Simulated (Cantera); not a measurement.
Input: 1 mol Cu, 1.6 mol HF, 5.4 mol H2, at 477 °C and 1.00 bar.

Equilibrium computed with Cantera from the NASA thermochemical tables; the gas is ideal and each condensed phase is pure. Candidate condensed phases: Cu, CuF2; 15 gas species. Rates play no part.

What is the equilibrium state?


```json
{
 "x(H2)": "0.771",
 "x(HF)": "0.229",
 "x(H2F2)": "6.70e-6",
 "n(Cu(s))": "1.00 mol",
 "gas_amount": "7.000 mol",
 "log10 activity of CuF2(s) (absent)": "-10.30"
}
```
